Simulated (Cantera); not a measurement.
Input (Python, Cantera):

```python
import numpy as np
import cantera as ct

gas = ct.Solution("gri30.yaml")
gas.TPX = 1225, 500000, {'C2H4': 1, 'O2': 2.31, 'N2': 18.2, 'H2O': 1.7}
reactor = ct.IdealGasReactor(gas, energy="on", clone=False)
net = ct.ReactorNet([reactor])
net.rtol, net.atol = 1e-08, 1e-16
show = ['C2H4', 'O2', 'H2O', 'HO2', 'C2H2', 'CO']
times = np.geomspace(2e-06, 2, 12)

steps = ct.SolutionArray(gas, extra=["t"])
rows = []
print(f"{'t/s':>10s}{'T/K':>9s}{'P/Pa':>11s}" + "".join(f"{s:>11s}" for s in show))
for t in times:
    while net.time < t:
        t_next = net.step()
        steps.append(gas.state, t=t_next)
    rows.append([np.interp(t, steps.t, y) for y in (steps.T, steps.P, *steps(*show).X.T)])
    print(f"{t:10.3e}{rows[-1][0]:9.1f}{rows[-1][1]:11.4g}" + "".join(f"{x:11.3e}" for x in rows[-1][2:]))
rate = np.gradient(steps.T, steps.t)
print("integrator steps:", len(steps.t))
if steps.T.max() > steps.T[0] + 200:
    print(f"time of steepest temperature rise: {steps.t[rate.argmax()]:.4e} s")
gas.TPX = 1225, 500000, {'C2H4': 1, 'O2': 2.31, 'N2': 18.2, 'H2O': 1.7}
gas.equilibrate("UV")
print(f"equilibrium (UV): T = {gas.T:.1f} K  " + "  ".join(f"{s} {gas[s].X[0]:.3e}" for s in show))
```

Result:

```
       t/s      T/K       P/Pa       C2H4         O2        H2O        HO2       C2H2         CO
 2.000e-06   1225.0      5e+05  4.308e-02  9.953e-02  7.324e-02  1.366e-10  3.545e-09  6.384e-11
 7.022e-06   1225.0      5e+05  4.308e-02  9.953e-02  7.324e-02  7.785e-10  1.246e-08  3.903e-10
 2.466e-05   1225.0      5e+05  4.308e-02  9.953e-02  7.324e-02  3.910e-09  4.376e-08  2.066e-09
 8.658e-05   1225.0      5e+05  4.308e-02  9.953e-02  7.324e-02  2.828e-08  1.541e-07  1.666e-08
 3.040e-04   1225.0      5e+05  4.308e-02  9.952e-02  7.324e-02  1.337e-06  5.789e-07  8.850e-07
 1.067e-03   2516.0  1.059e+06  5.365e-20  1.921e-04  1.339e-01  1.634e-07  3.863e-16  3.940e-02
 3.748e-03   2512.8  1.058e+06  5.674e-20  1.835e-04  1.338e-01  1.566e-07  4.014e-16  3.955e-02
 1.316e-02   2511.6  1.058e+06  5.796e-20  1.804e-04  1.337e-01  1.541e-07  4.074e-16  3.960e-02
 4.620e-02   2511.6  1.058e+06  5.797e-20  1.804e-04  1.337e-01  1.541e-07  4.074e-16  3.960e-02
 1.622e-01   2511.6  1.058e+06  5.797e-20  1.804e-04  1.337e-01  1.541e-07  4.074e-16  3.960e-02
 5.696e-01   2511.6  1.058e+06  5.797e-20  1.804e-04  1.337e-01  1.541e-07  4.074e-16  3.960e-02
 2.000e+00   2511.6  1.058e+06  5.797e-20  1.804e-04  1.337e-01  1.541e-07  4.074e-16  3.960e-02
integrator steps: 1948
time of steepest temperature rise: 4.7059e-04 s
equilibrium (UV): T = 2511.6 K  C2H4 6.296e-20  O2 1.804e-04  H2O 1.337e-01  HO2 1.541e-07  C2H2 4.420e-16  CO 3.960e-02
```

Computed with Cantera and GRI-Mech 3.0 (53 species, 325 reactions). GRI-Mech 3.0 was tuned for natural gas; its chemistry of ethylene as a main component is partial and can be far from experiment.
